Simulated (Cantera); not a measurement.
Input (Python, Cantera) and output of one run.

```python
import numpy as np
import cantera as ct

gas_names = """
    H HNO HNO2 HNO3 HO2 H2 H2O H2O2 N NH NH2 NH3 NH2OH NO NO2 NO3 N2 N2H2 N2H4 N2O O OH O2 O3 Si SiH
    SiH2 SiH3 SiH4 SiN SiO SiO2 Si2 Si2N Si3
""".split()
cond_names = """
    H2O(s) H2O(L) Si(cr) Si(L) SiO2(Lqz) SiO2(hqz) SiO2(L) Si2N2O(s) Si3N4(a)
""".split()


def load(file, names, dense=False):
    # The tables refer to 1 bar. Condensed volumes are neglected.
    table = {s.name: s for s in ct.Species.list_from_file(file)}
    out = []
    for n in names:
        d = dict(table[n].input_data)
        d["thermo"] = dict(d["thermo"], **{"reference-pressure": 1e5})
        if dense:
            d["equation-of-state"] = {"model": "constant-volume", "density": "1e6 g/cm^3"}
        out.append(ct.Species.from_dict(d))
    return out


gas = ct.Solution(thermo="ideal-gas", species=load("nasa_gas.yaml", gas_names))
cond = {s.name: ct.Solution(thermo="fixed-stoichiometry", species=[s], name=s.name)
        for s in load("nasa_condensed.yaml", cond_names, dense=True)}
atoms = {
    'Si': {'Si': 1},
    'H2O': {'H': 2, 'O': 1},
    'N2': {'N': 2},
}
top_T = {'Si2N2O(s)': 2100, 'Si3N4(a)': 2400}  # K; cautious upper limits of use, not melting points


def equilibrate(T, P, feed):
    n = {}
    for name, mol in feed.items():
        for a, k in atoms[name].items():
            n[a] = n.get(a, 0.0) + k * mol
    gas.TPX = T, P, n
    mass = sum(n.values()) * gas.mean_molecular_weight
    gas.equilibrate("TP")
    valid = [c for c in cond.values() if c.min_temp <= T <= top_T.get(c.name, c.max_temp)]
    mix = ct.Mixture([(gas, mass / gas.mean_molecular_weight)] + [(c, 0.0) for c in valid])
    mix.T, mix.P = T, P
    mix.equilibrate("TP", solver="vcs", rtol=1e-11, max_steps=5000)
    return mix


results = []
T = 2073.15  # K
P = 10000  # Pa
for m in [0.054, 0.12, 0.18, 0.25, 0.31, 0.37, 0.44, 0.5, 0.57, 0.63]:
    feed = {'Si': 1, 'H2O': m, 'N2': 220}  # mol
    mix = equilibrate(T, P, feed)
    results.append((T, P, feed, dict(zip(mix.species_names, mix.species_moles))))
    x = sorted(zip(gas.X, gas.species_names), reverse=True)
    print(f"T = {T:g} K  P = {P:g} Pa  n(H2O) = {m:g} mol  gas = {mix.phase_moles(0):.4g} mol")
    print("   x: " + "  ".join(f"{s} {v:.3e}" for v, s in x if v > 0.0001))
    print("   condensed (mol): " + ("  ".join(f"{mix.phase(i).name} {mix.phase_moles(i):.4g}"
          for i in range(1, mix.n_phases) if mix.phase_moles(i) > 1e-12) or "none"))
```

Result:

```
T = 2073.15 K  P = 10000 Pa  n(H2O) = 0.054 mol  gas = 220.4 mol
   x: N2 9.983e-01  Si 9.984e-04  SiO 2.451e-04  H2 1.869e-04  H 1.138e-04
   condensed (mol): Si(L) 0.6655
T = 2073.15 K  P = 10000 Pa  n(H2O) = 0.12 mol  gas = 220.5 mol
   x: N2 9.977e-01  Si 9.984e-04  SiO 5.442e-04  H2 4.536e-04  H 1.773e-04
   condensed (mol): Si(L) 0.599
T = 2073.15 K  P = 10000 Pa  n(H2O) = 0.18 mol  gas = 220.6 mol
   x: N2 9.971e-01  Si 9.984e-04  SiO 8.159e-04  H2 7.030e-04  H 2.207e-04
   condensed (mol): Si(L) 0.5386
T = 2073.15 K  P = 10000 Pa  n(H2O) = 0.25 mol  gas = 220.8 mol
   x: N2 9.964e-01  SiO 1.132e-03  Si 9.984e-04  H2 9.979e-04  H 2.630e-04
   condensed (mol): Si(L) 0.4683
T = 2073.15 K  P = 10000 Pa  n(H2O) = 0.31 mol  gas = 220.9 mol
   x: N2 9.959e-01  SiO 1.403e-03  H2 1.253e-03  Si 9.984e-04  H 2.946e-04
   condensed (mol): Si(L) 0.4079
T = 2073.15 K  P = 10000 Pa  n(H2O) = 0.37 mol  gas = 221 mol
   x: N2 9.953e-01  SiO 1.674e-03  H2 1.509e-03  Si 9.984e-04  H 3.233e-04
   condensed (mol): Si(L) 0.3477
T = 2073.15 K  P = 10000 Pa  n(H2O) = 0.44 mol  gas = 221.2 mol
   x: N2 9.947e-01  SiO 1.989e-03  H2 1.808e-03  Si 9.984e-04  H 3.540e-04
   condensed (mol): Si(L) 0.2773
T = 2073.15 K  P = 10000 Pa  n(H2O) = 0.5 mol  gas = 221.3 mol
   x: N2 9.941e-01  SiO 2.260e-03  H2 2.066e-03  Si 9.984e-04  H 3.784e-04
   condensed (mol): Si(L) 0.2171
T = 2073.15 K  P = 10000 Pa  n(H2O) = 0.57 mol  gas = 221.4 mol
   x: N2 9.935e-01  SiO 2.574e-03  H2 2.367e-03  Si 9.984e-04  H 4.050e-04
   condensed (mol): Si(L) 0.1468
T = 2073.15 K  P = 10000 Pa  n(H2O) = 0.63 mol  gas = 221.5 mol
   x: N2 9.929e-01  SiO 2.844e-03  H2 2.625e-03  Si 9.984e-04  H 4.265e-04
   condensed (mol): Si(L) 0.0865
```

These are equilibrium values from Cantera (NASA tables, ideal gas, pure condensed phases), not measurements of a reactor. The tables' values for SiN are old estimates; treat these amounts as uncertain.
